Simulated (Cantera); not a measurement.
## Adiabatic ignition

An adiabatic, constant-pressure homogeneous reactor starts with CH4 : O2 : N2 : H2O = 1 : 4.35 : 16.3 : 0.026 (molar parts), equivalence ratio 0.46, at 1700 K and 1000000 Pa.

Detailed kinetics in Cantera: GRI-Mech 3.0 (53 species, 325 reactions).

```csv
t (s),T (K),x CH4,x O2,x C2H2,x CO2,x HO2,x CH2O,x NO
3.00e-6,1700,0.0461,0.201,3.13e-11,1.48e-8,8.46e-6,9.91e-6,1.27e-12
9.11e-6,1700,0.0456,0.200,9.44e-9,9.79e-7,2.38e-5,0.000160,1.36e-11
2.77e-5,1896,0.0202,0.172,0.000136,0.00103,0.000480,0.00256,1.53e-8
8.40e-5,2580,<1e-12,0.106,<1e-12,0.0435,1.75e-5,7.08e-12,0.000477
0.000255,2578,<1e-12,0.105,<1e-12,0.0436,1.73e-5,6.97e-12,0.00175
0.000775,2572,<1e-12,0.104,<1e-12,0.0436,1.69e-5,6.70e-12,0.00509
0.00235,2561,<1e-12,0.101,<1e-12,0.0437,1.61e-5,6.21e-12,0.0114
0.00714,2552,<1e-12,0.0985,<1e-12,0.0438,1.55e-5,5.86e-12,0.0162
0.0217,2551,<1e-12,0.0982,<1e-12,0.0438,1.54e-5,5.83e-12,0.0167
0.0659,2551,<1e-12,0.0982,<1e-12,0.0438,1.54e-5,5.83e-12,0.0167
0.200,2551,<1e-12,0.0982,<1e-12,0.0438,1.54e-5,5.83e-12,0.0167
```
x: mole fraction; the columns are a selection and need not sum to one.

| Property | Value |
|---|---|
| time of steepest temperature rise | 29.1 µs |
| temperature at 0.200 s | 2551 K |
| equilibrium temperature | 2551 K |
| x(CH4) at 0.200 s | <1e-12 (gas-phase equilibrium <1e-12) |
| x(O2) at 0.200 s | 0.0982 (gas-phase equilibrium 0.0982) |
| x(C2H2) at 0.200 s | <1e-12 (gas-phase equilibrium <1e-12) |
